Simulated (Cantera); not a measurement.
Charge: 1 mol SiH4, 6.7 mol N2, equilibrated at 0.825 Torr.

Method: chemical equilibrium by Gibbs-energy minimisation in Cantera with the NASA 1993 tables (ideal gas, pure condensed phases). Candidate condensed phases: Si, Si3N4; 18 gas species. N2 is the only nitrogen source here; it is nearly inert below about 1500 K, so the nitride shown seldom forms there in practice. Kinetics and transport are ignored.

x: gas mole fraction; n: condensed amount in mol.

```tsv
T (°C)	x N2	x H2	x H	x Si	n Si3N4(s)	n Si(s)
900	0.751	0.249	1.77e-6	<1e-12	0.333	0
950	0.751	0.249	4.52e-6	…	0.333	0
1000	0.751	0.249	1.07e-5	…	0.333	0
1050	0.751	0.249	2.39e-5	…	0.333	0
1100	0.751	0.249	5.01e-5	…	0.333	0
1150	0.751	0.249	9.99e-5	…	0.333	0
1200	0.751	0.249	0.000190	…	0.333	0
1250	0.751	0.249	0.000348	…	0.333	0
1300	0.751	0.249	0.000611	…	0.333	0
1350	0.751	0.248	0.00104	…	0.333	0
1400	0.769	0.229	0.00164	…	0	0.996
```

Problem. Some entries are withheld; supply them.

Solution. 
- 950, x Si: 4.95e-12
- 1000, x Si: 7.21e-11
- 1050, x Si: 8.56e-10
- 1100, x Si: 8.46e-9
- 1150, x Si: 7.11e-8
- 1200, x Si: 5.16e-7
- 1250, x Si: 3.28e-6
- 1300, x Si: 1.85e-5
- 1350, x Si: 9.38e-5
- 1400, x Si: 0.000380
